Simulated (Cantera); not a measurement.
## Equilibrium for abatement and gas-phase synthesis: SF6 + H2O + O2

Input: 1 mol SF6, 8.6 mol H2O, 6.5 mol O2, at 0.0100 bar.

These are equilibrium values from Cantera (NASA tables, ideal gas, pure condensed phases), not measurements of a reactor. Candidate condensed phases: H2O, H2SO4, S; 43 gas species. Rates play no part.

From 2573 K to 3173 K nothing is condensed.

```tsv
T (K)	x O	x H	x O2	x HF	x H2O	x OH	x SO2	x H2	x F	x SO	x S
2573	0.106	0.0550	0.268	0.265	0.158	0.0763	0.0380	0.0256	0.00143	0.00616	0.000244
2623	0.130	0.0713	0.252	0.256	0.137	0.0808	0.0349	0.0286	0.00181	0.00765	0.000400
2673	0.156	0.0903	0.234	0.246	0.115	0.0836	0.0315	0.0310	0.00228	0.00927	0.000638
2723	0.184	0.112	0.215	0.236	0.0938	0.0844	0.0278	0.0324	0.00289	0.0109	0.000990
2773	0.215	0.134	0.195	0.225	0.0735	0.0830	0.0239	0.0327	0.00367	0.0126	0.00149
2823	0.248	0.158	0.174	0.213	0.0555	0.0793	0.0200	0.0317	0.00468	0.0140	0.00218
2873	0.281	0.181	0.153	0.202	0.0402	0.0737	0.0162	0.0295	0.00601	0.0152	0.00310
2923	0.314	0.202	0.132	0.190	0.0281	0.0667	0.0127	0.0265	0.00777	0.0159	0.00426
2973	0.345	0.221	0.112	0.179	0.0189	0.0588	0.00965	0.0231	0.0101	0.0161	0.00568
3023	0.374	0.237	0.0935	0.169	0.0124	0.0507	0.00704	0.0197	0.0131	0.0158	0.00733
3073	0.400	0.252	0.0767	0.158	0.00797	0.0429	0.00495	0.0164	0.0171	0.0149	0.00915
3123	0.423	0.264	0.0620	0.147	0.00505	0.0358	0.00336	0.0135	0.0220	0.0136	0.0111
3173	0.441	0.275	0.0494	0.136	0.00317	0.0296	0.00220	0.0111	0.0280	0.0120	0.0129
```
x: gas mole fraction; nothing condenses.
